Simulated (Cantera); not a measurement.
An isothermal, constant-pressure homogeneous reactor starts with C3H8 : H2 = 1 : 3.4 (molar parts), at 1773 K and 0.000140 bar.

Detailed kinetics in Cantera: GRI-Mech 3.0 (53 species, 325 reactions). GRI-Mech 3.0 was tuned for natural gas; its chemistry of propane as a main component is partial and can be far from experiment. GRI-Mech 3.0 stops at C3 and has no aromatics, soot or wall deposition, so with more carbon than oxygen in the feed, carbon stays in small species such as C2H2 where larger ones or solid carbon would form. Radical loss at walls, strong at low pressure, is not modelled.

x: mole fraction; the columns are a selection and need not sum to one.

```csv
t (s),x C3H8,x H2,x CH4,x CH2,x C2H,x CH3
0.000200,0.221,0.769,0.000100,…,<1e-12,0.00451
0.000407,0.215,0.765,0.000407,…,<1e-12,0.00911
0.000827,0.201,0.757,0.00168,…,1.65e-11,0.0192
0.00168,0.171,0.737,0.00712,…,5.42e-10,0.0423
0.00342,0.114,0.695,0.0285,…,1.85e-8,0.0833
0.00695,0.0351,0.631,0.0862,…,6.34e-7,0.116
0.0141,0.000856,0.612,0.144,…,7.59e-6,0.0843
0.0288,1.23e-6,0.642,0.154,…,1.02e-5,0.0457
0.0585,9.28e-8,0.665,0.149,…,8.63e-6,0.0265
0.119,3.42e-8,0.683,0.138,…,6.81e-6,0.0165
0.242,1.34e-8,0.698,0.125,…,5.44e-6,0.0110
0.492,5.44e-9,0.712,0.110,…,4.48e-6,0.00758
1.00,2.19e-9,0.726,0.0932,…,3.86e-6,0.00533
```

Q: Some entries are withheld; supply them.

A: 
- 0.000200, x CH2: 6.36e-8
- 0.000407, x CH2: 5.46e-7
- 0.000827, x CH2: 4.36e-6
- 0.00168, x CH2: 2.77e-5
- 0.00342, x CH2: 8.95e-5
- 0.00695, x CH2: 0.000147
- 0.0141, x CH2: 0.000130
- 0.0288, x CH2: 7.25e-5
- 0.0585, x CH2: 4.13e-5
- 0.119, x CH2: 2.50e-5
- 0.242, x CH2: 1.61e-5
- 0.492, x CH2: 1.08e-5
- 1.00, x CH2: 7.54e-6
